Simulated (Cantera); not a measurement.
A diamond (100) surface in a fixed gas of H2 with x(CH4) = 0.0038, x(H) = 0.042, x(CH3) = 0.00094, 0.00987 atm; coverages are run to steady state.

Detailed kinetics in Cantera: the Harris–Goodwin 1993 mechanism for the reconstructed diamond (100) surface.

θ: site fractions in the mechanism's names (c6HH fully hydrogenated, c6H* and c6*H radical sites, c6** diradical, c6HM methylated).

| T (K) | growth (µm/h) | θ c6HH | θ c6H* | θ c6*H | θ c6** | θ c6HM |
|---|---|---|---|---|---|---|
| 950 | 3.81 | 0.631 | 0.0139 | 0.329 | 0.00658 | 0.0148 |
| 1025 | … | … | … | … | … | … |
| 1100 | … | … | … | … | … | … |
| 1175 | 5.09 | 0.452 | 0.0357 | 0.479 | 0.0273 | 0.00317 |
| 1250 | 3.26 | 0.405 | 0.0439 | 0.511 | 0.0385 | 0.00103 |
| 1325 | 2.47 | 0.362 | 0.0521 | 0.533 | 0.0517 | 0.000278 |
| 1400 | 2.41 | 0.325 | 0.0599 | 0.548 | 0.0666 | 7.26e-5 |

### Question
Some entries are withheld; supply them.

### Answer

- 1025, growth (µm/h): 5.29
- 1025, θ c6HH: 0.566
- 1025, θ c6H*: 0.0204
- 1025, θ c6*H: 0.388
- 1025, θ c6**: 0.0115
- 1025, θ c6HM: 0.0105
- 1100, growth (µm/h): 6.12
- 1100, θ c6HH: 0.506
- 1100, θ c6H*: 0.0277
- 1100, θ c6*H: 0.438
- 1100, θ c6**: 0.0183
- 1100, θ c6HM: 0.00671
